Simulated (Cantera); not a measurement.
# Equilibrium for carbothermic reduction: CuO + CH4 + N2

Charge: 1 mol CuO, a varied amount of CH4, 0.19 mol N2, at 0.360 bar.

Method: chemical equilibrium by Gibbs-energy minimisation in Cantera with the NASA 1993 tables (ideal gas, pure condensed phases). Candidate condensed phases: C, C6H6, C7H8, C8H18, Cu, CuO, Cu(OH)2, Cu2O, H2O; 139 gas species. Equilibrium is a limit: real reactors are often held back by kinetics, nucleation or transport.

### Question
Map the stable condensed phases over T = 627, 727, 827, 927, 1027, 1127, 1227, 1327, 1427, 1527, 1627, 1727, 1827 °C and n(CH4) in mol = 0.54, 0.64, 0.77, 0.92, 1.1, 1.3, 1.6, 1.9, 2.3, 2.7, 3.2, 3.9.

### Answer
```
T in °C \ n(CH4) in mol
         0.54 0.64 0.77 0.92  1.1  1.3  1.6  1.9  2.3  2.7  3.2  3.9
   1827     A    A    A    A    B    B    B    B    B    B    B    B
   1727     A    A    A    A    B    B    B    B    B    B    B    B
   1627     A    A    A    A    B    B    B    B    B    B    B    B
   1527     A    A    A    A    B    B    B    B    B    B    B    B
   1427     A    A    A    A    B    B    B    B    B    B    B    B
   1327     A    A    A    A    B    B    B    B    B    B    B    B
   1227     A    A    A    A    B    B    B    B    B    B    B    B
   1127     A    A    A    A    B    B    B    B    B    B    B    B
   1027     A    A    A    A    B    B    B    B    B    B    B    B
    927     A    A    A    A    B    B    B    B    B    B    B    B
    827     A    A    A    A    B    B    B    B    B    B    B    B
    727     A    A    A    B    B    B    B    B    B    B    B    B
    627     A    A    B    B    B    B    B    B    B    B    B    B
```
A: Cu; B: C + Cu.
